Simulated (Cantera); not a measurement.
An adiabatic, constant-pressure homogeneous reactor starts with CH4 : O2 : N2 = 1 : 3.45 : 13 (molar parts), equivalence ratio 0.58, at 1400 K and 1580 Torr. Integrator tolerance rtol = 1e-08.

Computed with Cantera and GRI-Mech 3.0 (53 species, 325 reactions).

### Question
What does this change do: pressure from 1580 Torr to 3750 Torr?

### Answer
| quantity | before | after |
|---|---|---|
| time of steepest temperature rise | 1.52 ms | 0.742 ms |
| temperature at 8.00 s | 2460 K | 2479 K |
| equilibrium temperature | 2460 K | 2479 K |
| x(CH4) at 8.00 s | <1e-12 (gas-phase equilibrium <1e-12) | <1e-12 (gas-phase equilibrium <1e-12) |
| x(O2) at 8.00 s | 0.0758 (gas-phase equilibrium 0.0758) | 0.0756 (gas-phase equilibrium 0.0756) |
| x(OH) at 8.00 s | 0.00854 (gas-phase equilibrium 0.00854) | 0.00735 (gas-phase equilibrium 0.00735) |
| x(NO) at 8.00 s | 0.0125 (gas-phase equilibrium 0.0125) | 0.0129 (gas-phase equilibrium 0.0129) |
| x(C2H6) at 8.00 s | <1e-12 (gas-phase equilibrium <1e-12) | <1e-12 (gas-phase equilibrium <1e-12) |
| x(C2H) at 8.00 s | <1e-12 (gas-phase equilibrium <1e-12) | <1e-12 (gas-phase equilibrium <1e-12) |
| x(H2O) at 8.00 s | 0.108 (gas-phase equilibrium 0.108) | 0.109 (gas-phase equilibrium 0.109) |

### Question
What does this change do: pressure from 1580 Torr to 9000 Torr?

### Answer
```
quantity                                                            before                                    after
---------------------------------  ---------------------------------------  ---------------------------------------
time of steepest temperature rise                                  1.52 ms                                 0.341 ms
temperature at 8.00 s                                               2460 K                                   2495 K
equilibrium temperature                                             2460 K                                   2495 K
x(CH4) at 8.00 s                     <1e-12 (gas-phase equilibrium <1e-12)    <1e-12 (gas-phase equilibrium <1e-12)
x(O2) at 8.00 s                      0.0758 (gas-phase equilibrium 0.0758)    0.0754 (gas-phase equilibrium 0.0754)
x(OH) at 8.00 s                    0.00854 (gas-phase equilibrium 0.00854)  0.00623 (gas-phase equilibrium 0.00623)
x(NO) at 8.00 s                      0.0125 (gas-phase equilibrium 0.0125)    0.0132 (gas-phase equilibrium 0.0132)
x(C2H6) at 8.00 s                    <1e-12 (gas-phase equilibrium <1e-12)    <1e-12 (gas-phase equilibrium <1e-12)
x(C2H) at 8.00 s                     <1e-12 (gas-phase equilibrium <1e-12)    <1e-12 (gas-phase equilibrium <1e-12)
x(H2O) at 8.00 s                       0.108 (gas-phase equilibrium 0.108)      0.110 (gas-phase equilibrium 0.110)
```
The pressure lies above the range GRI-Mech 3.0 was tuned for (to about 10 atm).
